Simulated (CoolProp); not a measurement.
Vapour pressure (bar) of R1224YDZ: the reference equation beside estimates from Tc = 428.7 K, pc = 33.34 bar, ω = 0.325. Clausius-Clapeyron is anchored at 298.9 K with a constant enthalpy of vaporisation of 24.37 kJ/mol.

Values from CoolProp's reference Helmholtz-energy equation of state, Akasaka 2023.

```
T (K)  reference  Clausius-Clapeyron  Soave-Redlich-Kwong  Peng-Robinson
-----  ---------  ------------------  -------------------  -------------
269.6     0.4699                   ?               0.4686         0.4760
276.9     0.6468              0.6948               0.6448         0.6515
284.2     0.8730              0.9119               0.8703         0.8754
291.6      1.162                   ?                1.159          1.161
298.9      1.514               1.514                1.512          1.509
306.2      1.945               1.913                1.944          1.935
313.5      2.465               2.391                    ?          2.450
320.9          ?               2.966                3.101          3.073
328.2      3.826               3.634                3.842          3.801
335.5      4.683               4.414                4.710          4.654
342.8      5.677               5.316                5.720          5.647
350.2      6.838               6.369                    ?          6.809
357.5      8.148               7.556                8.237          8.126
```

**Question.** Some entries are withheld; supply them.

**Answer.** 
- 269.6, Clausius-Clapeyron: 0.5217
- 291.6, Clausius-Clapeyron: 1.185
- 313.5, Soave-Redlich-Kwong: 2.467
- 320.9, reference: 3.093
- 350.2, Soave-Redlich-Kwong: 6.901

Absolute difference from the reference over all 13 rows, mean and median: Clausius-Clapeyron 5.0 and 5.0 %, Soave-Redlich-Kwong 0.4 and 0.3 %, Peng-Robinson 0.5 and 0.5 %.
